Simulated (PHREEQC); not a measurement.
Make-up at 25 °C: 0.27 mol/kgw NaHCO3 and 0.059 mol/kgw Na2HPO4. Closed to the air; pH follows from the charge balance.

Computed with PHREEQC (ion-association model, phreeqc.dat).

Precipitation was switched off in this run.

**Question.** What pH, activity of water, specific conductance does the model give?

**Answer.** pH 7.93; activity of water 0.988; specific conductance 23600 µS/cm.

**Question.** In which forms is C present?

**Answer.** HCO3- 88 %, NaHCO3 8.1 %, NaCO3- 1.6 %, CO2 1.5 %, CO3-2 1.0 % of the C.

Complexes and solids missing from the database can't appear.
